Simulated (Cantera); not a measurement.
# Catalytic stagnation flow on Pt

A jet of 2.17 % CH4, 19.8 % O2, 78.1 % N2 at 300 K and 43.5 Torr hits a platinum plate 3.7 cm away at a mass flux of 0.078 kg/m²/s; the plate temperature is set and raised in steps from an oxygen-covered start.

Model: Deutschmann's 1995 Pt surface mechanism with GRI-Mech 3.0 gas chemistry, integrated in Cantera. Catalytic surfaces can have several steady states; this one follows from the mechanism file's or the stated starting coverage.

```json
[
 {"plate T (K)": "900", "wall x CH4": "0.0177", "wall x O2": "0.189", "wall x H2O": "0.00761", "wall x OH": "2.25e-8", "wall x CO": "6.54e-6", "wall x CO2": "0.00499", "θ free Pt": "0.195", "θ O*": "0.805"},
 {"plate T (K)": "950", "wall x CH4": "0.0152", "wall x O2": "0.184", "wall x H2O": "0.0123", "wall x OH": "7.73e-8", "wall x CO": "7.76e-6", "wall x CO2": "0.00805", "θ free Pt": "0.260", "θ O*": "0.740"},
 {"plate T (K)": "1000", "wall x CH4": "0.0127", "wall x O2": "0.178", "wall x H2O": "0.0169", "wall x OH": "2.25e-7", "wall x CO": "8.74e-6", "wall x CO2": "0.0111", "θ free Pt": "0.327", "θ O*": "0.672"},
 {"plate T (K)": "1050", "wall x CH4": "0.0105", "wall x O2": "0.174", "wall x H2O": "0.0209", "wall x OH": "5.70e-7", "wall x CO": "9.59e-6", "wall x CO2": "0.0138", "θ free Pt": "0.396", "θ O*": "0.604"},
 {"plate T (K)": "1100", "wall x CH4": "0.00869", "wall x O2": "0.170", "wall x H2O": "0.0241", "wall x OH": "1.29e-6", "wall x CO": "1.05e-5", "wall x CO2": "0.0159", "θ free Pt": "0.462", "θ O*": "0.537"},
 {"plate T (K)": "1150", "wall x CH4": "0.00731", "wall x O2": "0.167", "wall x H2O": "0.0266", "wall x OH": "2.67e-6", "wall x CO": "1.15e-5", "wall x CO2": "0.0175", "θ free Pt": "0.527", "θ O*": "0.473"}
]
```
x: mole fraction at the wall; θ: surface coverage.
